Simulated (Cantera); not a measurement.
Charge: 1 mol PbO, 5 mol CH₄, 3.3 mol N₂, equilibrated at 10.0 mbar.

Method: chemical equilibrium by Gibbs-energy minimisation in Cantera with the NASA 1993 tables (ideal gas, pure condensed phases). Candidate condensed phases: C, C₆H₆, C₇H₈, C₈H₁₈, H₂O, Pb, PbO, PbO₂, Pb₃O₄; 139 gas species. Kinetics and transport are ignored.

Over these rows the condensed part is C(graphite). Partial pressures as log10 of bar:

| T (K) | 1000/T (1/K) | log p HCN | log p H₂ | log p N₂ | log p CO | log p Pb |
|---|---|---|---|---|---|---|
| 1348 | 0.7418 | -5.92 | -2.18 | -2.67 | -3.18 | -3.18 |
| 1448 | 0.6906 | -5.57 | -2.18 | -2.67 | -3.18 | -3.18 |
| 1548 | 0.6460 | -5.26 | -2.19 | -2.67 | -3.18 | -3.18 |
| 1648 | 0.6068 | -4.99 | -2.19 | -2.67 | -3.18 | -3.18 |
| 1748 | 0.5721 | ? | -2.19 | -2.67 | -3.19 | -3.19 |
| 1848 | 0.5411 | -4.54 | -2.19 | -2.67 | -3.19 | -3.19 |

### Question
Fit log p(HCN) = a + b·(1000/T) to the five rows, give the apparent enthalpy, and predict the row at 1748 K.

### Answer
Means: 1000/T = 0.6453, log p = -5.256. Sxy = -0.163151, Sxx = 0.0237047, so b = -6.88 and a = -5.256 − (-6.88)×0.6453 = -0.82.
Apparent enthalpy: −19.145 × (-6.88) = 132 kJ/mol. With the condensed phases at unit activity, C(graphite) + 1/2 H₂(g) + 1/2 N₂(g) = HCN(g) links this pressure to the main gases: over the six rows their terms move log p by -0.00 in all, so the slope is close to that reaction's ΔH°. The five rows lie within 0.01 of the line.
Prediction at 1748 K: -0.82 + (-6.88)×0.5721 = -4.76. The computed value is -4.75, 0.01 from the line.
